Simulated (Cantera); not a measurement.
A closed system holds: 1 mol SiH2Cl2, 0.06 mol HCl, 96 mol H2, held at 0.100 bar.

These are equilibrium values from Cantera (NASA tables, ideal gas, pure condensed phases), not measurements of a reactor. Candidate condensed phases: Si; 19 gas species. The tables' values for SiCl, SiCl3 are old estimates; treat these amounts as uncertain. Gases not in the tables: Si2H6 and higher silanes. Rates play no part.

x: gas mole fraction; n: condensed amount in mol.

```
T (°C)   x H2       x H   x HCl  x Si   x SiCl2  n Si(s)  n Si(l)
------  -----  --------  ------  ----  --------  -------  -------
1027    0.980   3.46e-6  0.0186     …  0.000943    0.891        0
1227    0.980   5.51e-5  0.0187     …   0.00114    0.885        0
1427    0.980  0.000461  0.0185     …   0.00125        0    0.874
1627    0.977   0.00248  0.0189     …  0.000991        0    0.877
1827    0.968   0.00970  0.0190     …  0.000796        0    0.730
2027    0.941    0.0297  0.0187     …  0.000525        0        0
2227    0.895    0.0752  0.0185     …  0.000100        0        0
```

Problem. Some entries are withheld; supply them.

Solution. 
- 1027, x Si: 4.33e-10
- 1227, x Si: 1.05e-7
- 1427, x Si: 6.79e-6
- 1627, x Si: 0.000126
- 1827, x Si: 0.00133
- 2027, x Si: 0.00755
- 2227, x Si: 0.00847
